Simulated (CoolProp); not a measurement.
Toluene at 407.44 K and 3.08 MPa flows at 23 m/s in a round tube of 25 mm bore and 0.25 µm roughness, fully developed (64/Re and Nu = 3.66 if laminar; Colebrook and Gnielinski if turbulent). Each further row changes one setting.

Model: reference Helmholtz-energy equation of state, Lemmon 2006, in CoolProp. It is a short technical equation, of lower accuracy than the large ones.

```csv
case,Reynolds number,Darcy friction factor,pressure drop (Pa/m),heat-transfer coefficient (W/(m² K)),mass flow (kg/h)
as stated,2010000,0.0107,?,?,?
velocity 46 m/s,4030000,0.00982,?,51100,61700
diameter 50 mm,4030000,0.00957,38400,25000,?
```

Some entries are withheld; supply them.


- as stated, pressure drop (Pa/m): 86000
- as stated, heat-transfer coefficient (W/(m² K)): 27300
- as stated, mass flow (kg/h): 30900
- velocity 46 m/s, pressure drop (Pa/m): 315000
- diameter 50 mm, mass flow (kg/h): 123000

Viscosity comes from a separate model (Avgeri 2015). Thermal conductivity comes from a separate model (Assael 2012).
